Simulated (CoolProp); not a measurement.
The numbers come from the reference Helmholtz-energy equation of state, de Vries 1995 in CoolProp.

**Question.** Give the vapour pressure (bar), liquid viscosity (µPa s), liquid conductivity (mW/(m K)) of saturated R124 at 10.05, 15.55 °C.

**Answer.** 
```json
[
 {"T (°C)": "10.05", "p (bar)": "2.35", "liquid viscosity (µPa s)": "299", "liquid conductivity (mW/(m K))": "74.7"},
 {"T (°C)": "15.55", "p (bar)": "2.83", "liquid viscosity (µPa s)": "279", "liquid conductivity (mW/(m K))": "72.9"}
]
```

Viscosity comes from a separate model (Bell 2016), an estimate that may be off by 10 % or more. Thermal conductivity comes from a separate model (Huber 2003), an estimate that may be off by 10 % or more.
